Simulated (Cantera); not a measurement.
Mixture: 16.7 % CH4, 16.7 % O2, 62.8 % N2, 3.84 % CO2, equivalence ratio 2.0, at 1.60 bar, adiabatic and at constant volume. Ignition delay is the time to a rise of 400 K.

Detailed kinetics in Cantera: GRI-Mech 3.0 (53 species, 325 reactions).

Problem. Predict: delay at 1125 K; delay at 1200 K; delay at 1275 K; delay at 1350 K; delay at 1425 K; delay at 1500 K; delay at 1575 K; apparent activation energy between 1425 and 1575 K.

Solution. 
```
Item                                                    Result
--------------------------------------------------  ----------
delay at 1125 K                                        0.133 s
delay at 1200 K                                        44.5 ms
delay at 1275 K                                        16.1 ms
delay at 1350 K                                        6.25 ms
delay at 1425 K                                        2.56 ms
delay at 1500 K                                        1.11 ms
delay at 1575 K                                       0.514 ms
apparent activation energy between 1425 and 1575 K  200 kJ/mol
```
